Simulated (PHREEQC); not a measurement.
Dissolve 4.7 mmol/kgw (CH3)4NCl at 20 °C. Closed to the air; pH follows from the charge balance.

The numbers come from PHREEQC with the ion-association model, phreeqc.dat.

```yaml
ionic_strength: 0.00470 mol/kgw
```

```json
[
 {"species": "Cl-", "molality": "0.00470", "activity": "0.00437", "log γ": "-0.032"},
 {"species": "(CH3)4N+", "molality": "0.00470", "activity": "0.00437", "log γ": "-0.032"},
 {"species": "OH-", "molality": "8.87e-8", "activity": "8.24e-8", "log γ": "-0.032"},
 {"species": "H+", "molality": "8.87e-8", "activity": "8.31e-8", "log γ": "-0.029"}
]
```

This is a speciation only: nothing precipitates in the calculation. Complexes and solids missing from the database can't appear. (CH3)4N+ isn't in the database: it is added as a free cation with an ion size of 4 Å.
